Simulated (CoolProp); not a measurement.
Properties of n-perfluorobutane along the isobar 23.9 bar.

The numbers come from the reference Helmholtz-energy equation of state, Gao 2022 in CoolProp.

```
T (K)          phase  cv (kJ/(kg K))  speed of sound (m/s)  fugacity coefficient
-----  -------------  --------------  --------------------  --------------------
200.8         liquid          0.7686                 700.7             0.0008239
215.6         liquid          0.7882                 658.7              0.002577
230.4         liquid          0.8074                 617.1              0.006704
245.2         liquid          0.8258                 575.5               0.01504
260.1         liquid          0.8433                 533.4               0.03008
274.9         liquid          0.8597                 490.9               0.05424
289.7         liquid          0.8750                 447.2               0.09015
304.5         liquid          0.8893                 402.1                0.1399
319.3         liquid          0.9027                 354.9                0.2047
334.2         liquid          0.9157                 304.7                0.2853
349           liquid          0.9285                 251.4                0.3796
363.8         liquid          0.9423                 192.8                0.4852
378.6         liquid          0.9607                 122.9                0.5968
393.4  supercritical          0.9704                 62.08                0.6859
```
